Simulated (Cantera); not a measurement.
Cantera with NASA thermochemical tables; ideal gases at 1 bar, condensed phases pure. Values are per mole of reaction as written; species without (g) are pure solids or liquids, kept so even where they would boil at 1 bar.

### Question
Between 948 and 1448 K, where is each reaction favourable under standard conditions?
- 4 Cr2O3 + 3 N2(g) = 8 Cr + 6 NO2(g)

### Answer
- 4 Cr2O3 + 3 N2(g) = 8 Cr + 6 NO2(g): ΔG° is 4091 kJ at 948 K and 3774 kJ at 1448 K; it stays positive (K < 1). ΔH° is 4693 kJ and ΔS° 635 J/K at 1448 K.
